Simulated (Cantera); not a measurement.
Input (Python, Cantera) and output of one run.

```python
import numpy as np
import cantera as ct

gas_names = """
    H HO2 H2 H2O H2O2 O OH O2 O3 V VO VO2
""".split()
cond_names = """
    H2O(s) H2O(L) V(cr) V(L) VO(s) VO(L) V2O3(s) V2O3(L) V2O4(I) V2O4(II) V2O4(L) V2O5(s) V2O5(L)
""".split()


# ... load() reads the species with a 1 bar reference pressure and builds the phases ...
atoms = {
    'V2O3': {'V': 2, 'O': 3},
    'H2': {'H': 2},
    'H2O': {'H': 2, 'O': 1},
}
top_T = {}  # K; cautious upper limits of use, not melting points


# ... equilibrate(T, P, feed) seeds the gas with the atoms and calls Mixture.equilibrate('TP', solver="vcs", rtol=1e-11, max_steps=5000) ...
results = []
feed = {'V2O3': 1, 'H2': 470, 'H2O': 0.87}  # mol
T = 998  # K
P = 87  # Pa
mix = equilibrate(T, P, feed)
results.append((T, P, feed, dict(zip(mix.species_names, mix.species_moles))))
print(gas.report(threshold=0.001))
for i in range(1, mix.n_phases):
    print(f"{mix.phase(i).name:16s} {mix.phase_moles(i):12.5e} mol")
```

It prints:

```
       temperature   998 K
          pressure   87 Pa
           density   2.1447e-05 kg/m^3
  mean mol. weight   2.0456 kg/kmol
   phase of matter   gas

                          1 kg             1 kmol
                     ---------------   ---------------
          enthalpy        9.8698e+06        2.0189e+07  J
   internal energy        5.8133e+06        1.1891e+07  J
           entropy           1.1e+05          2.25e+05  J/K
    Gibbs function       -9.9906e+07       -2.0436e+08  J
 heat capacity c_p             14756             30184  J/K
 heat capacity c_v             10691             21869  J/K

                      mass frac. Y      mole frac. X     chem. pot. / RT
                     ---------------   ---------------   ---------------
                H2           0.98373           0.99815           -24.549
               H2O          0.016272         0.0018476           -67.342
     [  +10 minor]        3.5907e-08        7.2862e-08

V(cr)             0.00000e+00 mol
VO(s)             0.00000e+00 mol
V2O3(s)           1.00000e+00 mol
V2O4(II)          0.00000e+00 mol
V2O5(L)           0.00000e+00 mol
```

Method: chemical equilibrium by Gibbs-energy minimisation in Cantera with the NASA 1993 tables (ideal gas, pure condensed phases). Condensed phases not in the tables: the oxides between V2O3 and V2O5 other than VO2.
